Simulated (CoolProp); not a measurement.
The numbers come from the reference Helmholtz-energy equation of state, Zhou 2012 in CoolProp.

For p-xylene, give the phase and the Z, cp (kJ/(kg K)), speed of sound (m/s), viscosity (µPa s) at 356.9 K and 0.101 MPa; 399.1 K and 0.101 MPa; 462.4 K and 0.101 MPa.


- 356.9 K and 0.101 MPa: liquid; Z 0.00449, cp 1.92, speed of sound 1080, viscosity 335
- 399.1 K and 0.101 MPa: liquid; Z 0.00422, cp 2.07, speed of sound 916, viscosity 241
- 462.4 K and 0.101 MPa: gas; Z 0.970, cp 1.82, speed of sound 189, viscosity 9.82

Viscosity comes from a separate model (Balogun 2015).
